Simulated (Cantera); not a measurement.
A closed system holds: 1 mol NF3, 8 mol H2O, 0.53 mol O2, at 4580 Torr.

Equilibrium computed with Cantera from the NASA thermochemical tables; the gas is ideal and each condensed phase is pure. Candidate condensed phases: H2O; 40 gas species. Equilibrium is a limit: real reactors are often held back by kinetics, nucleation or transport. All values below are at 2798 K.

Base state: H2O 0.526, HF 0.259, O2 0.102, OH 0.0405, N2 0.0404, H2 0.0144, O 0.00698, NO 0.00580 (mole fractions); condensed: gas only.

Q: What changes in the equilibrium state with this change: NF3 replaced by CO2?

A: 
```csv
species,before,after
H2O,0.526,0.755
CO2,0,0.0811
O2,0.102,0.0640
HF,0.259,0
N2,0.0404,0
CO,0,0.0195
H2,0.0144,0.0261
OH,0.0405,0.0431
NO,0.00580,0
F,0.000297,0
```
Further candidate phases: C, C6H6, C7H8, C8H18.
